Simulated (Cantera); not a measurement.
An isothermal, constant-pressure homogeneous reactor starts with H2 : O2 : N2 = 0.64 : 1 : 1.6 (molar parts), equivalence ratio 0.32, at 1200 K and 195 Torr.

Computed with Cantera and GRI-Mech 3.0 (53 species, 325 reactions). The temperature is held fixed by assumption; the heat of reaction is taken as removed at once.

One state of this run: x H2 = 1.45e-8; x O2 = 0.233; x O = 3.22e-8; x NO2 = 3.02e-8; x H = 6.08e-11. x: mole fraction; the columns are a selection and need not sum to one.

### Question
Which value of t (s) does it belong to?
(A) 0.00431
(B) 7.66e-5
(C) 0.928
(D) 0.0632

### Answer
C, 0.928
